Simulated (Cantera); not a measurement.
A perfectly stirred reactor is fed with CH4 : CO2 = 1 : 2 (molar parts), at 10.0 bar; it is held at 1700 K, and followed from long to short residence time.

Model: GRI-Mech 3.0 (53 species, 325 reactions), integrated in Cantera.

x: mole fraction; the columns are a selection and need not sum to one.

```json
[
 {"τ (s)": "2.0", "x CH4": "0.0162", "x CO2": "0.0952", "x C2H6": "6.30e-6", "x O2": "1.34e-11", "x CH3": "3.16e-5"},
 {"τ (s)": "0.97", "x CH4": "0.0211", "x CO2": "0.108", "x C2H6": "1.11e-5", "x O2": "1.58e-11", "x CH3": "4.28e-5"},
 {"τ (s)": "0.46", "x CH4": "0.0266", "x CO2": "0.128", "x C2H6": "1.86e-5", "x O2": "2.00e-11", "x CH3": "5.66e-5"},
 {"τ (s)": "0.22", "x CH4": "0.0329", "x CO2": "0.154", "x C2H6": "3.02e-5", "x O2": "2.68e-11", "x CH3": "7.40e-5"},
 {"τ (s)": "0.10", "x CH4": "0.0418", "x CO2": "0.192", "x C2H6": "5.28e-5", "x O2": "3.88e-11", "x CH3": "9.97e-5"},
 {"τ (s)": "0.050", "x CH4": "(withheld)", "x CO2": "(withheld)", "x C2H6": "(withheld)", "x O2": "5.41e-11", "x CH3": "(withheld)"},
 {"τ (s)": "0.024", "x CH4": "0.0727", "x CO2": "0.293", "x C2H6": "0.000172", "x O2": "7.19e-11", "x CH3": "0.000181"},
 {"τ (s)": "0.011", "x CH4": "0.106", "x CO2": "0.372", "x C2H6": "0.000331", "x O2": "8.12e-11", "x CH3": "0.000249"},
 {"τ (s)": "0.0053", "x CH4": "0.150", "x CO2": "0.458", "x C2H6": "0.000572", "x O2": "7.20e-11", "x CH3": "0.000326"},
 {"τ (s)": "0.0025", "x CH4": "(withheld)", "x CO2": "(withheld)", "x C2H6": "(withheld)", "x O2": "5.03e-11", "x CH3": "(withheld)"},
 {"τ (s)": "0.0012", "x CH4": "0.246", "x CO2": "0.600", "x C2H6": "0.00135", "x O2": "2.84e-11", "x CH3": "0.000494"}
]
```

Q: What belongs in the gaps?

A: 
- 0.050, x CH4: 0.0534
- 0.050, x CO2: 0.235
- 0.050, x C2H6: 9.17e-5
- 0.050, x CH3: 0.000132
- 0.0025, x CH4: 0.201
- 0.0025, x CO2: 0.542
- 0.0025, x C2H6: 0.000919
- 0.0025, x CH3: 0.000410
